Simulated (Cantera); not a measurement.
A counterflow diffusion flame at 1.90 bar, nozzles 20 mm apart: fuel side 45.0 % CH4, 35.1 % CO, 19.8 % N2 at 398 K, oxidiser side 22.0 % O2, 78.0 % N2 at 750 K, fuel mass flux 1.3 times the oxidiser's; mixture-averaged transport, no radiation.

Model: GRI-Mech 3.0 (53 species, 325 reactions), integrated in Cantera. GRI-Mech 3.0 has no aromatics or soot, which form on the fuel side of real flames. The maximum strain rate includes the flame's own expansion and is several times the mean.

x: mole fraction; the columns are a selection and need not sum to one.

```csv
oxidiser flux (kg/m²/s),max strain (1/s),mean strain (1/s),T max (K),peak x OH,peak x H,peak x NO,peak x CO,peak x C2H2
0.47,[?],50.2,2294,0.00878,0.00339,0.000460,0.351,0.0116
0.63,[?],67.3,2273,0.00888,0.00358,0.000421,0.351,0.0110
0.85,[?],90.8,2256,0.00901,0.00379,0.000389,0.351,0.0104
1.1,[?],118,2243,0.00911,0.00398,0.000364,0.351,0.00991
1.5,[?],160,2228,0.00917,0.00419,0.000333,0.351,0.00934
2,[?],214,2214,0.00920,0.00439,0.000304,0.351,0.00883
2.7,[?],288,2198,0.00918,0.00460,0.000272,0.351,0.00830
3.6,[?],385,2181,0.00909,0.00476,0.000239,0.351,0.00775
4.8,[?],513,2162,0.00894,0.00491,0.000205,0.351,0.00719
6.4,[?],684,2140,0.00870,0.00500,0.000170,0.351,0.00655
```

**Question.** Complete the blanks.

**Answer.** 
- 0.47, max strain (1/s): 223
- 0.63, max strain (1/s): 293
- 0.85, max strain (1/s): 387
- 1.1, max strain (1/s): 492
- 1.5, max strain (1/s): 658
- 2, max strain (1/s): 862
- 2.7, max strain (1/s): 1140
- 3.6, max strain (1/s): 1500
- 4.8, max strain (1/s): 1970
- 6.4, max strain (1/s): 2590
